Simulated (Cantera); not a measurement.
A closed system holds: 1 mol Fe3O4, 0.77 mol C, 0.47 mol N2, equilibrated at 1223 K and 570000 Pa.

These are equilibrium values from Cantera (NASA tables, ideal gas, pure condensed phases), not measurements of a reactor. Candidate condensed phases: C, Fe, Fe(CO)5, FeO, Fe2O3, Fe3O4; 27 gas species. The tables' stoichiometric FeO is somewhat more stable than real wüstite, so its field is too wide. FeO: taken at fixed stoichiometry. Rates play no part.

Base state: CO 0.435, N2 0.379, CO2 0.185 (mole fractions); condensed: FeO(s).

Q: What changes in the equilibrium state with this change: temperature from 1223 K to 950 K?

A: 
| species | before | after |
|---|---|---|
| N2 | 0.379 | 0.437 |
| CO2 | 0.185 | 0.367 |
| CO | 0.435 | 0.196 |
| FeO(s), mol | 3.00 | 3.00 |
| C(graphite), mol | 0 | 0.165 |
